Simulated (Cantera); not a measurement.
What does this Cantera script print?

```python
import numpy as np
import cantera as ct

gas_names = [...]  # 116 gases of nasa_gas.yaml made of C, H, K, O
cond_names = """
    C(gr) C6H6(L) C7H8(L) C8H18(L),n-octa H2O(s) H2O(L) K(cr) K(L) KOH(a) KOH(b) KOH(L) KO2(s) K2CO3(s)
    K2CO3(L) K2O(s) K2O2(s)
""".split()


# ... load() reads the species with a 1 bar reference pressure and builds the phases ...
atoms = {
    'K2CO3': {'K': 2, 'C': 1, 'O': 3},
    'CO2': {'C': 1, 'O': 2},
    'H2': {'H': 2},
}
top_T = {'C(gr)': 4500, 'KO2(s)': 780, 'K2O(s)': 1000, 'K2O2(s)': 760}  # K; cautious upper limits of use, not melting points


# ... equilibrate(T, P, feed) seeds the gas with the atoms and calls Mixture.equilibrate('TP', solver="vcs", rtol=1e-11, max_steps=5000) ...
results = []
feed = {'K2CO3': 1, 'CO2': 2.8, 'H2': 6.4}  # mol
T = 1425  # K
P = 480  # Pa
mix = equilibrate(T, P, feed)
results.append((T, P, feed, dict(zip(mix.species_names, mix.species_moles))))
x = sorted(zip(gas.X, gas.species_names), reverse=True)
print(f"T = {T:g} K  P = {P:g} Pa  gas = {mix.phase_moles(0):.4g} mol")
print("   x: " + "  ".join(f"{s} {v:.3e}" for v, s in x if v > 1e-06))
print("   condensed (mol): " + ("  ".join(f"{mix.phase(i).name} {mix.phase_moles(i):.4g}"
      for i in range(1, mix.n_phases) if mix.phase_moles(i) > 1e-12) or "none"))
```

It prints:

```
T = 1425 K  P = 480 Pa  gas = 12 mol
   x: H2O 2.658e-01  H2 2.507e-01  CO 2.160e-01  K 1.332e-01  CO2 1.007e-01  KOH 3.349e-02  H 4.930e-05  KH 8.322e-06  K2 1.182e-06  OH 1.143e-06
   condensed (mol): none
```

Equilibrium computed with Cantera from the NASA thermochemical tables; the gas is ideal and each condensed phase is pure.
